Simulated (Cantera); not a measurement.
A freely propagating, adiabatic, planar premixed flame of CH₄ : H₂ : O₂ : N₂ = 1 : 0.04 : 2.02 : 8.48 (molar parts), unburnt at 498 K and 5930 Torr; mixture-averaged transport, grid criteria slope 0.08 and curve 0.16, no radiation.

Computed with Cantera and GRI-Mech 3.0 (53 species, 325 reactions). Burning velocities carry a grid error of a few per cent, more on coarse grids.

Question: Predict: laminar burning velocity; thermal thickness; peak x(C₂H); peak x(CH₂O).

Answer: 
```
Property                      Value
------------------------  ---------
laminar burning velocity  31.4 cm/s
thermal thickness          0.105 mm
peak x(C₂H)                 2.63e-7
peak x(CH₂O)                0.00126
```
